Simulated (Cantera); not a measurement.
Input: 1 mol CuO, 0.65 mol CH4, 0.014 mol CO, held at 850 K and 133 Pa.

Cantera equilibrium calculation (NASA polynomials, part measured and part estimated; ideal gas, pure solids and liquids). Candidate condensed phases: C, C6H6, C7H8, C8H18, Cu, CuO, Cu(OH)2, Cu2O, H2O; 113 gas species. Rates play no part.

Base state: H2 0.583, CO 0.239, CO2 0.0991, H2O 0.0791 (mole fractions); condensed: Cu(s).

### Question
What changes in the equilibrium state with this change: 0.043 mol NH3 added?

### Answer
```
species     before   after
----------  ------  ------
H2           0.583   0.588
CO           0.239   0.231
CO2         0.0991  0.0931
N2               0  0.0105
H2O         0.0791  0.0777
Cu(s), mol    1.00    1.00
```

### Question
What changes in the equilibrium state with this change: temperature from 850 K to 2523.15 K?

### Answer
```json
[
 {"species": "H", "before": "<1e-9", "after": "0.300"},
 {"species": "Cu", "before": "<1e-9", "after": "0.275"},
 {"species": "CO", "before": "0.239", "after": "0.175"},
 {"species": "H2", "before": "0.583", "after": "0.156"},
 {"species": "O", "before": "<1e-9", "after": "0.0225"},
 {"species": "OH", "before": "<1e-9", "after": "0.0178"},
 {"species": "CO2", "before": "0.0991", "after": "0.00776"},
 {"species": "H2O", "before": "0.0791", "after": "0.0432"},
 {"species": "O2", "before": "<1e-9", "after": "0.00256"},
 {"species": "CuO", "before": "<1e-9", "after": "3.61e-5"},
 {"species": "Cu(s), mol", "before": "1.00", "after": "0"}
]
```
